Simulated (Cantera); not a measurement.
Feed: 1 mol CHF3, 4.3 mol H2, 0.037 mol CH4, held at 0.133 bar.

These are equilibrium values from Cantera (NASA tables, ideal gas, pure condensed phases), not measurements of a reactor. Candidate condensed phases: C, C6H6, C7H8, C8H18; 95 gas species. Equilibrium is a limit: real reactors are often held back by kinetics, nucleation or transport.

### Question
What share of the C ends up in condensed phases as a function of T (K), at 1598, 1698, 1798, 1898, 1998, 2098, 2198, 2298, 2398, 2498, 2598, 2698, 2798, 2898?

### Answer
| T (K) | C condensed (%) | as |
|---|---|---|
| 1598 | 99.9 | C(graphite) |
| 1698 | 99.9 | C(graphite) |
| 1798 | 99.9 | C(graphite) |
| 1898 | 99.7 | C(graphite) |
| 1998 | 99.5 | C(graphite) |
| 2098 | 99.1 | C(graphite) |
| 2198 | 98.4 | C(graphite) |
| 2298 | 97.3 | C(graphite) |
| 2398 | 95.6 | C(graphite) |
| 2498 | 93.3 | C(graphite) |
| 2598 | 90.1 | C(graphite) |
| 2698 | 85.8 | C(graphite) |
| 2798 | 80.2 | C(graphite) |
| 2898 | 72.6 | C(graphite) |
